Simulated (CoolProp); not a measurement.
Vapour-liquid equilibrium of propane (1) + R152A (2) at 277.2 K; x and y are mole fractions of (1).

Model: multi-fluid Helmholtz-energy mixture model, Lemmon 2009 and Outcalt 1996; pair parameters Bell 2016, in CoolProp.

```csv
x,bubble pressure (kPa),y at the bubble point,dew pressure at overall composition x (kPa),liquid density (mol/L)
0.05,366.5,0.194,318.7,14.17
0.2,490.0,0.454,368.9,13.57
0.35,552.8,0.563,434.2,13.05
0.5,584.3,0.629,516.6,12.61
0.65,599.2,0.688,591.3,12.27
0.8,598.0,0.767,592.5,12.03
0.95,563.0,0.914,551.8,11.89
```

y crosses x between x = 0.65 and 0.8: the model has an azeotrope there.

The pair parameters rest on a limited set of measurements; away from them the model extrapolates.
